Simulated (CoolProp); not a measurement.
Vapour-liquid equilibrium of R22 (1) + R114 (2) at 31.95 °C; x and y are mole fractions of (1).

Computed with CoolProp (multi-fluid Helmholtz-energy mixture model, Kamei 1995 and Platzer 1990; pair parameters Bell 2016). This equation is an older, rougher fit; its heat capacities, sound speeds and derivatives of the liquid may be far off and weren't checked against measurements.

```csv
x,"bubble pressure, mixture model (bar)","bubble pressure, Raoult's law (bar)","y, mixture model","y, Raoult's law"
0.05,3.459,3.159,0.247,0.198
0.2,5.355,4.640,0.554,0.540
0.35,6.830,6.120,0.688,0.717
0.5,8.131,7.601,0.777,0.825
0.65,9.393,9.081,0.849,0.897
0.8,10.69,10.56,0.915,0.950
0.95,12.06,12.04,0.979,0.989
```

The largest gap from Raoult's law is +15.4 % in bubble pressure, at x = 0.2. No azeotrope shows between x = 0.05 and 0.95.

The pair parameters rest on a limited set of measurements; away from them the model extrapolates.
